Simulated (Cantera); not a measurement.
# Counterflow diffusion flame

A counterflow diffusion flame at 280000 Pa, nozzles 20 mm apart: fuel side CH₄ : N₂ = 1 : 0.46 (molar parts) at 425 K, oxidiser side O₂ : N₂ = 0.28 : 0.72 (molar parts) at 525 K, fuel mass flux 0.88 times the oxidiser's; mixture-averaged transport, no radiation.

Model: GRI-Mech 3.0 (53 species, 325 reactions), integrated in Cantera. GRI-Mech 3.0 has no aromatics or soot, which form on the fuel side of real flames. The maximum strain rate includes the flame's own expansion and is several times the mean.

```json
[
 {"oxidiser flux (kg/m²/s)": "0.7", "max strain (1/s)": "204", "mean strain (1/s)": "38.3", "T max (K)": "2483", "peak x OH": "0.0118", "peak x H": "0.00351", "peak x NO": "0.000947", "peak x CO": "0.0844", "peak x C₂H₂": "0.0184"},
 {"oxidiser flux (kg/m²/s)": "0.88", "max strain (1/s)": "251", "mean strain (1/s)": "48.2", "T max (K)": "2468", "peak x OH": "0.0119", "peak x H": "0.00361", "peak x NO": "0.000847", "peak x CO": "0.0827", "peak x C₂H₂": "0.0181"},
 {"oxidiser flux (kg/m²/s)": "1.1", "max strain (1/s)": "308", "mean strain (1/s)": "60.3", "T max (K)": "2454", "peak x OH": "0.0120", "peak x H": "0.00372", "peak x NO": "0.000767", "peak x CO": "0.0812", "peak x C₂H₂": "0.0178"},
 {"oxidiser flux (kg/m²/s)": "1.4", "max strain (1/s)": "385", "mean strain (1/s)": "76.7", "T max (K)": "2438", "peak x OH": "0.0121", "peak x H": "0.00384", "peak x NO": "0.000698", "peak x CO": "0.0796", "peak x C₂H₂": "0.0174"},
 {"oxidiser flux (kg/m²/s)": "1.8", "max strain (1/s)": "485", "mean strain (1/s)": "98.6", "T max (K)": "2420", "peak x OH": "0.0122", "peak x H": "0.00397", "peak x NO": "0.000636", "peak x CO": "0.0780", "peak x C₂H₂": "0.0169"},
 {"oxidiser flux (kg/m²/s)": "2.2", "max strain (1/s)": "583", "mean strain (1/s)": "121", "T max (K)": "2406", "peak x OH": "0.0124", "peak x H": "0.00409", "peak x NO": "0.000595", "peak x CO": "0.0769", "peak x C₂H₂": "0.0165"},
 {"oxidiser flux (kg/m²/s)": "2.8", "max strain (1/s)": "729", "mean strain (1/s)": "153", "T max (K)": "2391", "peak x OH": "0.0125", "peak x H": "0.00422", "peak x NO": "0.000549", "peak x CO": "0.0756", "peak x C₂H₂": "0.0160"},
 {"oxidiser flux (kg/m²/s)": "3.5", "max strain (1/s)": "895", "mean strain (1/s)": "192", "T max (K)": "2377", "peak x OH": "0.0126", "peak x H": "0.00436", "peak x NO": "0.000511", "peak x CO": "0.0744", "peak x C₂H₂": "0.0155"},
 {"oxidiser flux (kg/m²/s)": "4.4", "max strain (1/s)": "1110", "mean strain (1/s)": "241", "T max (K)": "2365", "peak x OH": "0.0127", "peak x H": "0.00449", "peak x NO": "0.000473", "peak x CO": "0.0733", "peak x C₂H₂": "0.0149"},
 {"oxidiser flux (kg/m²/s)": "5.5", "max strain (1/s)": "1360", "mean strain (1/s)": "301", "T max (K)": "2353", "peak x OH": "0.0127", "peak x H": "0.00462", "peak x NO": "0.000438", "peak x CO": "0.0723", "peak x C₂H₂": "0.0144"}
]
```
x: mole fraction; the columns are a selection and need not sum to one.
